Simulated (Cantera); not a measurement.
Feed: 1 mol FeS2, 2300 mol H2, 0.58 mol N2, equilibrated at 34.5 Torr.

Equilibrium computed with Cantera from the NASA thermochemical tables; the gas is ideal and each condensed phase is pure. Candidate condensed phases: Fe, FeS, FeS2, S; 16 gas species. Equilibrium is a limit: real reactors are often held back by kinetics, nucleation or transport.

x: gas mole fraction; n: condensed amount in mol.

| T (K) | x H2 | x H | x H2S | x Fe | x SH | x N2 | n Fe(α) | n Fe(γ) | n Fe(δ) |
|---|---|---|---|---|---|---|---|---|---|
| 973 | 0.999 | 5.04e-9 | 0.000869 | <1e-12 | 1.41e-8 | 0.000252 | 1.00 | 0 | 0 |
| 1073 | 0.999 | 6.53e-8 | 0.000869 | ___ | 9.41e-8 | 0.000252 | 1.00 | 0 | 0 |
| 1173 | 0.999 | 5.49e-7 | 0.000869 | ___ | 4.54e-7 | 0.000252 | 1.000 | 0 | 0 |
| 1273 | 0.999 | 3.32e-6 | 0.000867 | ___ | 1.71e-6 | 0.000252 | 0 | 1.000 | 0 |
| 1373 | 0.999 | 1.55e-5 | 0.000863 | ___ | 5.29e-6 | 0.000252 | 0 | 1.000 | 0 |
| 1473 | 0.999 | 5.90e-5 | 0.000853 | ___ | 1.39e-5 | 0.000252 | 0 | 0.996 | 0 |
| 1573 | 0.999 | 0.000189 | 0.000832 | ___ | 3.20e-5 | 0.000252 | 0 | 0.967 | 0 |
| 1673 | 0.998 | 0.000531 | 0.000793 | ___ | 6.47e-5 | 0.000252 | 0 | 0 | 0.799 |
| 1773 | 0.997 | 0.00132 | 0.000728 | 0.000430 | 0.000116 | 0.000252 | 0 | 0 | 0.00991 |
| 1873 | 0.995 | 0.00300 | 0.000637 | 0.000434 | 0.000184 | 0.000252 | 0 | 0 | 0 |
| 1973 | 0.992 | 0.00627 | 0.000527 | 0.000433 | 0.000261 | 0.000251 | 0 | 0 | 0 |

Question: Some entries are withheld; supply them.

Answer: 
- 1073, x Fe: 9.01e-12
- 1173, x Fe: 4.27e-10
- 1273, x Fe: 1.08e-8
- 1373, x Fe: 1.70e-7
- 1473, x Fe: 1.82e-6
- 1573, x Fe: 1.43e-5
- 1673, x Fe: 8.72e-5
